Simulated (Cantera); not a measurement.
Input: 1 mol NiS, 0.53 mol H₂, equilibrated at 1.10 mbar.

Cantera equilibrium calculation (NASA polynomials, part measured and part estimated; ideal gas, pure solids and liquids). Candidate condensed phases: Ni, NiS, NiS₂, Ni₃S₂, Ni₃S₄, S; 9 gas species. The numbers say what is thermodynamically allowed, not how fast it happens. All values below are at 1673 K.

Base state: H₂ 0.737, S₂ 0.223, H₂S 0.0198, SH 0.0121, S 0.00351, H 0.00295, NiS 0.00105, Ni 0.00102 (mole fractions); condensed: Ni₃S₂(l).

Question: What changes in the equilibrium state with this change: NiS replaced by SiO₂?

Answer: 
```json
[
 {"species": "H₂", "before": "0.737", "after": "0.974"},
 {"species": "SiO", "before": "0", "after": "0.0115"},
 {"species": "H₂O", "before": "0", "after": "0.0115"},
 {"species": "S₂", "before": "0.223", "after": "0"},
 {"species": "H₂S", "before": "0.0198", "after": "0"},
 {"species": "SH", "before": "0.0121", "after": "0"},
 {"species": "NiS", "before": "0.00105", "after": "0"},
 {"species": "S", "before": "0.00351", "after": "0"},
 {"species": "Ni", "before": "0.00102", "after": "0"},
 {"species": "Ni₃S₂(l), mol", "before": "0.333", "after": "0"},
 {"species": "SiO₂(β-quartz), mol", "before": "0", "after": "0.994"}
]
```
The tables hold silica as quartz up to 1696 K and as liquid above; real silica turns to tridymite and cristobalite and melts near 1996 K. Further candidate phases: H₂O, Si, SiO₂.

Question: What changes in the equilibrium state with this change: pressure from 1.10 mbar to 16.0 Pa?

Answer: 
```json
[
 {"species": "H₂", "before": "0.737", "after": "0.487"},
 {"species": "S₂", "before": "0.223", "after": "0.456"},
 {"species": "SH", "before": "0.0121", "after": "0.0141"},
 {"species": "H₂S", "before": "0.0198", "after": "0.00713"},
 {"species": "Ni", "before": "0.00102", "after": "0.0104"},
 {"species": "S", "before": "0.00351", "after": "0.0132"},
 {"species": "NiS", "before": "0.00105", "after": "0.00584"},
 {"species": "H", "before": "0.00295", "after": "0.00628"},
 {"species": "Ni₃S₂(l), mol", "before": "0.333", "after": "0"},
 {"species": "Ni(s), mol", "before": "0", "after": "0.983"}
]
```
